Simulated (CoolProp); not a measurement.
Vapour-liquid equilibrium of trans-2-butene (1) + acetone (2) at 0.0172 MPa; x and y are mole fractions of (1).

Values from CoolProp's multi-fluid Helmholtz-energy mixture model, Lemmon 2005 and Lemmon 2006; pair parameters Bell 2016.

| x | bubble temperature (°C) | y at the bubble point | dew temperature at overall composition x (°C) | liquid density (mol/L) |
|---|---|---|---|---|
| 0.05 | -9.1 | 0.685 | 11.2 | 13.97 |
| 0.125 | -23.6 | 0.878 | 9.5 | 13.99 |
| 0.2 | -30.0 | 0.925 | 7.7 | 13.85 |
| 0.275 | -33.1 | 0.943 | 5.8 | 13.67 |
| 0.35 | -34.6 | 0.950 | 3.7 | 13.46 |
| 0.425 | -35.4 | 0.954 | 1.5 | 13.25 |
| 0.5 | -35.6 | 0.955 | -1.1 | 13.04 |
| 0.575 | -35.8 | 0.956 | -4.0 | 12.84 |
| 0.65 | -35.8 | 0.957 | -7.3 | 12.64 |
| 0.725 | -36.0 | 0.958 | -11.3 | 12.46 |
| 0.8 | -36.3 | 0.962 | -16.3 | 12.29 |
| 0.875 | -36.8 | 0.969 | -23.2 | 12.13 |
| 0.95 | -37.5 | 0.984 | -34.6 | 12.00 |

No azeotrope shows between x = 0.05 and 0.95.

The pair parameters rest on a limited set of measurements; away from them the model extrapolates. With so large a gap from Raoult's law the liquid may split in two, which this calculation doesn't test in full.
